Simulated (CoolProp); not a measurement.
Saturated liquid density (kg/m³) of R365MFC: the reference equation beside estimates from Tc = 460.0 K, pc = 32.66 bar, ω = 0.377. Rackett uses Z = 0.29056 − 0.08775 ω.

Computed with CoolProp (reference Helmholtz-energy equation of state, Lemmon 2016).

```tsv
T (K)	reference	Rackett	Redlich-Kwong	Peng-Robinson
313.4	1224	1307	1067	1278
328.1	1190	1270	1031	1242
342.9	1155	1230	993.1	1201
357.6	1118	1188	952.1	1157
372.3	1078	1144	907.6	1106
387	1034	1095	858.8	1049
401.8	984.9	1042	804.3	983.3
416.5	928.6	981.0	743.0	906.0
431.2	860.1	908.5	670.7	811.6
445.9	767.4	811.0	578.3	686.2
```

Absolute difference from the reference over all 10 rows, mean and median: Rackett 6.1 and 6.0 %, Redlich-Kwong 17.3 and 16.4 %, Peng-Robinson 3.9 and 3.7 %.
